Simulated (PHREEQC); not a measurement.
Consider water at 20 °C and 100 atm with 0.00462 mol/kgw Na2S and 0.014 mol/kgw NaHCO3. Closed to the air; pH follows from the charge balance.

Equilibrium calculation in PHREEQC: ion-association model, phreeqc.dat.

The pH comes out as 9.75 and the ionic strength comes out as 0.0263 mol/kgw. The specific conductance is 1890 µS/cm. The total alkalinity is 23.2 meq/kg.

| species | molality | activity | log γ |
|---|---|---|---|
| Na+ | 0.0225 | 0.0193 | -0.065 |
| HCO3- | 0.00932 | 0.00805 | -0.063 |
| HS- | 0.00461 | 0.00393 | -0.069 |
| CO3-2 | 0.00389 | 0.00217 | -0.254 |
| NaCO3- | 0.000688 | 0.000590 | -0.066 |
| NaHCO3 | 9.79e-5 | 9.85e-5 | 0.003 |

This is a speciation only: nothing precipitates in the calculation. Under pressure, the constants of complexes without a molar volume in the database are unreliable.
